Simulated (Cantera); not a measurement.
Cantera run:

```python
import numpy as np
import cantera as ct

gas_names = """
    C CO CO2 C2 C2O C3 C3O2 C4 C5 Fe FeC5O5 FeO O O2 O3
""".split()
cond_names = """
    C(gr) Fe(a) Fe(c) Fe(d) Fe(L) FeC5O5(L) FeO(s) FeO(L) Fe2O3(s) Fe3O4(s)
""".split()


# ... load() reads the species with a 1 bar reference pressure and builds the phases ...
atoms = {
    'Fe2O3': {'Fe': 2, 'O': 3},
    'O2': {'O': 2},
    'CO2': {'C': 1, 'O': 2},
}
top_T = {'C(gr)': 4500, 'Fe2O3(s)': 1830, 'Fe3O4(s)': 1870}  # K; cautious upper limits of use, not melting points


# ... equilibrate(T, P, feed) seeds the gas with the atoms and calls Mixture.equilibrate('TP', solver="vcs", rtol=1e-11, max_steps=5000) ...
results = []
feed = {'Fe2O3': 1, 'O2': 0.27, 'CO2': 4.8}  # mol
P = 4800  # Pa
for T in [773, 923, 1073, 1223, 1373, 1523, 1673, 1823]:
    mix = equilibrate(T, P, feed)
    results.append((T, P, feed, dict(zip(mix.species_names, mix.species_moles))))

top = {s: max(r[3][s] / sum(r[3][g] for g in gas_names) for r in results) for s in gas_names}
cols = sorted((s for s in top if top[s] > 1e-05), key=lambda s: -top[s])[:7]
seen = [c for c in cond_names if any(r[3].get(c, 0) > 1e-12 for r in results)]
print("log10 of partial pressures in bar; condensed amounts in mol")
print(f"{'T/K':>10s}" + "".join(f"{s[:9]:>10s}" for s in cols + seen))
for T, P, feed, n in results:
    ng = sum(n[g] for g in gas_names)
    print(f"{T:10.4g}" + "".join(f"{np.log10(max(n[s] / ng * P / 1e5, 1e-99)):10.3f}" for s in cols)
          + "".join(f"{n.get(c, 0):10.4g}" for c in seen))
```

It prints:

```
log10 of partial pressures in bar; condensed amounts in mol
       T/K       CO2        O2        CO         O  Fe2O3(s)  Fe3O4(s)
       773    -1.343    -2.592   -14.603   -14.969         1         0
       923    -1.343    -2.592   -11.494   -12.200         1         0
      1073    -1.343    -2.592    -9.258   -10.201         1         0
      1223    -1.343    -2.592    -7.574    -8.690         1         0
      1373    -1.343    -2.592    -6.261    -7.506         1         0
      1523    -1.357    -2.397    -5.321    -6.457         0    0.6667
      1673    -1.357    -2.396    -4.461    -5.674         0    0.6667
      1823    -1.359    -2.389    -3.749    -5.016         0    0.6667
```

These are equilibrium values from Cantera (NASA tables, ideal gas, pure condensed phases), not measurements of a reactor.
